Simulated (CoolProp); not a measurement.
Water along the isotherm 1000 K: fugacity coefficient from the reference equation and from simpler models built on Tc = 647.1 K, pc = 220.6 bar, ω = 0.344; each cubic takes its own stable root.

Model: reference Helmholtz-energy equation of state, Wagner 2002, in CoolProp.

```csv
p (bar),phase,reference
66.7,gas,0.9831
133,gas,0.9664
200,gas,0.9498
267,supercritical,0.9336
333,supercritical,0.9179
400,supercritical,0.9024
467,supercritical,0.8874
533,supercritical,0.8732
600,supercritical,0.8593
667,supercritical,0.8460
733,supercritical,0.8335
800,supercritical,0.8215
867,supercritical,0.8102
933,supercritical,0.7996
1000,supercritical,0.7896
```

### Question
How far does each simpler model (Redlich-Kwong, Soave-Redlich-Kwong, Peng-Robinson) lie from the reference over these 15 states: mean and median of the absolute difference, and the worst?

### Answer
- Redlich-Kwong: mean 4.9 %, median 5.6 %, worst -6.7 % at 1000 K and 867 bar
- Soave-Redlich-Kwong: mean 5.4 %, median 4.8 %, worst +12.2 % at 1000 K and 1000 bar
- Peng-Robinson: mean 1.4 %, median 0.6 %, worst +4.4 % at 1000 K and 1000 bar
